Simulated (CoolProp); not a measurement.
Neopentane at several states: density (kg/m³) from the reference equation and from simpler models built on Tc = 433.7 K, pc = 3.196 MPa, ω = 0.196; each cubic takes its own stable root.

Values from CoolProp's reference Helmholtz-energy equation of state, Lemmon 2006. It is a short technical equation, of lower accuracy than the large ones.

```
T (K)  p (MPa)   phase  reference
-----  -------  ------  ---------
416.5     12.2  liquid      477.4
381      0.627     gas      16.05
433       5.14  liquid      393.4
```

### Question
How far does each simpler model (van der Waals, Redlich-Kwong, Soave-Redlich-Kwong) lie from the reference over these 3 states: mean and median of the absolute difference, and the worst?

### Answer
- van der Waals: mean 19.4 %, median 27.2 %, worst -28.3 % at 433 K and 5.14 MPa
- Redlich-Kwong: mean 6.4 %, median 6.1 %, worst -12.7 % at 433 K and 5.14 MPa
- Soave-Redlich-Kwong: mean 6.1 %, median 5.4 %, worst -12.6 % at 433 K and 5.14 MPa
